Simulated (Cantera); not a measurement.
Mixture: H2 : O2 : N2 : NO = 1 : 0.98 : 3.69 : 0.0064 (molar parts), at 3750 Torr, adiabatic and at constant volume. Ignition delay is the time to a rise of 400 K.

Cantera simulation using GRI-Mech 3.0 (53 species, 325 reactions); the numbers are that mechanism's predictions, not measurements. The hydrogen kinetics of GRI-Mech 3.0 are dated; newer H2 mechanisms differ, most at raised pressure. The mechanism lacks 2 NO + O2 → 2 NO2 and HONO, so NO2 and the effect of NO are under-described below about 1400 K. Below about 950 K walls govern HO2 and H2O2 in real vessels.

Q: What does this change do: constant pressure in place of constant volume?

A: 
| quantity | before | after |
|---|---|---|
| delay at 900 K | 1.32 ms | 1.51 ms |
| delay at 975 K | 0.409 ms | 0.456 ms |
| delay at 1050 K | 0.118 ms | 0.125 ms |
| delay at 1125 K | 35.5 µs | 36.7 µs |
| delay at 1200 K | 14.3 µs | 14.8 µs |
| delay at 1275 K | 7.91 µs | 8.28 µs |
| delay at 1350 K | 5.23 µs | 5.53 µs |
| apparent activation energy between 1200 and 1350 K | 90 kJ/mol | 89 kJ/mol |
